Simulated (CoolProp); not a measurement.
Vapour pressure (kPa) of normal hydrogen: the reference equation beside estimates from Tc = -240.0 °C, pc = 1296 kPa, ω = -0.219. Clausius-Clapeyron is anchored at -247.15 °C with a constant enthalpy of vaporisation of 0.7958 kJ/mol.

Model: reference Helmholtz-energy equation of state, Leachman 2009, in CoolProp.

| T (°C) | reference | Clausius-Clapeyron | van der Waals | Redlich-Kwong | Soave-Redlich-Kwong | Peng-Robinson |
|---|---|---|---|---|---|---|
| -247.85 | 341.8 | 355.8 | 398.6 | 226.1 | 347.1 | 353.8 |
| -247.15 | 394.0 | 394.0 | 453.6 | 276.8 | 401.4 | 407.7 |
| -246.45 | ___ | 433.9 | 513.1 | 334.9 | ___ | 466.9 |
| -245.75 | 514.7 | 475.5 | 577.4 | 400.8 | 526.2 | ___ |
| -245.05 | 583.8 | 518.7 | 646.5 | ___ | 597.2 | 601.8 |
| -244.35 | 659.3 | 563.5 | 720.6 | 558.1 | ___ | 678.0 |
| -243.55 | 753.7 | 616.5 | ___ | 664.4 | 769.7 | 772.7 |
| -242.85 | 843.9 | 664.3 | 896.4 | 767.8 | 860.0 | 862.3 |
| -242.15 | 941.6 | 713.4 | 986.6 | 881.4 | 957.0 | 958.5 |
| -241.45 | 1048 | 763.7 | ___ | ___ | 1061 | 1061 |
| -240.75 | 1162 | 815.2 | 1183 | 1140 | 1171 | 1172 |

Task: What belongs in the gaps?

Result: 
- -246.45, reference: 451.5
- -246.45, Soave-Redlich-Kwong: 461.0
- -245.75, Peng-Robinson: 531.5
- -245.05, Redlich-Kwong: 475.1
- -244.35, Soave-Redlich-Kwong: 674.2
- -243.55, van der Waals: 811.4
- -241.45, van der Waals: 1082
- -241.45, Redlich-Kwong: 1005

Absolute difference from the reference over all 11 rows, mean and median: Clausius-Clapeyron 14.7 and 14.5 %, van der Waals 9.2 and 9.3 %, Redlich-Kwong 16.3 and 15.3 %, Soave-Redlich-Kwong 1.8 and 1.9 %, Peng-Robinson 2.6 and 2.8 %.
